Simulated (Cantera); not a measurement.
A freely propagating, adiabatic, planar premixed flame of 8.72 % CH4, 0.323 % H2, 17.8 % O2, 66.9 % N2, 6.28 % CO2, equivalence ratio 0.99, unburnt at 600 K and 97.5 Torr; mixture-averaged transport, grid criteria slope 0.08 and curve 0.16, no radiation.

Detailed kinetics in Cantera: GRI-Mech 3.0 (53 species, 325 reactions). Burning velocities carry a grid error of a few per cent, more on coarse grids.

x: mole fraction of selected species; z is measured from the peak of heat release.

```json
[
 {"z (mm)": "-7.23", "T (K)": "600", "u (m/s)": "1.41", "x CH4": "0.0871", "x H2": "0.00389", "x O2": "0.178", "x C2H6": "2.35e-8", "x H": "<1e-8", "x HO2": "___"},
 {"z (mm)": "-4.82", "T (K)": "601", "u (m/s)": "1.41", "x CH4": "0.0869", "x H2": "0.00535", "x O2": "0.177", "x C2H6": "6.10e-7", "x H": "1.33e-7", "x HO2": "___"},
 {"z (mm)": "-3.61", "T (K)": "605", "u (m/s)": "1.43", "x CH4": "0.0865", "x H2": "0.00738", "x O2": "0.177", "x C2H6": "5.65e-6", "x H": "1.62e-6", "x HO2": "___"},
 {"z (mm)": "-2.41", "T (K)": "641", "u (m/s)": "1.52", "x CH4": "0.0835", "x H2": "0.0118", "x O2": "0.174", "x C2H6": "8.14e-5", "x H": "2.69e-5", "x HO2": "___"},
 {"z (mm)": "-1.20", "T (K)": "925", "u (m/s)": "2.22", "x CH4": "0.0629", "x H2": "0.0202", "x O2": "0.150", "x C2H6": "0.000857", "x H": "0.000426", "x HO2": "___"},
 {"z (mm)": "-0.602", "T (K)": "1280", "u (m/s)": "3.12", "x CH4": "0.0353", "x H2": "0.0246", "x O2": "0.114", "x C2H6": "0.000798", "x H": "0.00157", "x HO2": "___"},
 {"z (mm)": "0", "T (K)": "1629", "u (m/s)": "4.01", "x CH4": "0.00907", "x H2": "0.0242", "x O2": "0.0693", "x C2H6": "6.81e-5", "x H": "0.00483", "x HO2": "___"},
 {"z (mm)": "0.602", "T (K)": "1767", "u (m/s)": "4.36", "x CH4": "0.000829", "x H2": "0.0184", "x O2": "0.0428", "x C2H6": "3.71e-7", "x H": "0.00884", "x HO2": "___"},
 {"z (mm)": "1.20", "T (K)": "1794", "u (m/s)": "4.42", "x CH4": "4.09e-5", "x H2": "0.0148", "x O2": "0.0334", "x C2H6": "<1e-8", "x H": "0.0111", "x HO2": "___"},
 {"z (mm)": "2.41", "T (K)": "1813", "u (m/s)": "4.45", "x CH4": "1.81e-7", "x H2": "0.0139", "x O2": "0.0290", "x C2H6": "<1e-8", "x H": "0.0122", "x HO2": "___"},
 {"z (mm)": "4.82", "T (K)": "1837", "u (m/s)": "4.49", "x CH4": "<1e-8", "x H2": "0.0139", "x O2": "0.0272", "x C2H6": "<1e-8", "x H": "0.0119", "x HO2": "___"},
 {"z (mm)": "9.64", "T (K)": "1871", "u (m/s)": "4.57", "x CH4": "<1e-8", "x H2": "0.0133", "x O2": "0.0260", "x C2H6": "<1e-8", "x H": "0.0104", "x HO2": "___"},
 {"z (mm)": "19.3", "T (K)": "1921", "u (m/s)": "4.67", "x CH4": "<1e-8", "x H2": "0.0121", "x O2": "0.0243", "x C2H6": "<1e-8", "x H": "0.00820", "x HO2": "___"}
]
```

### Question
Some entries are withheld; supply them.

### Answer

- -7.23, x HO2: 2.62e-7
- -4.82, x HO2: 3.38e-6
- -3.61, x HO2: 1.35e-5
- -2.41, x HO2: 3.31e-5
- -1.20, x HO2: 4.35e-5
- -0.602, x HO2: 0.000113
- 0, x HO2: 9.52e-5
- 0.602, x HO2: 1.28e-5
- 1.20, x HO2: 2.13e-6
- 2.41, x HO2: 1.46e-6
- 4.82, x HO2: 1.33e-6
- 9.64, x HO2: 1.19e-6
- 19.3, x HO2: 1.02e-6
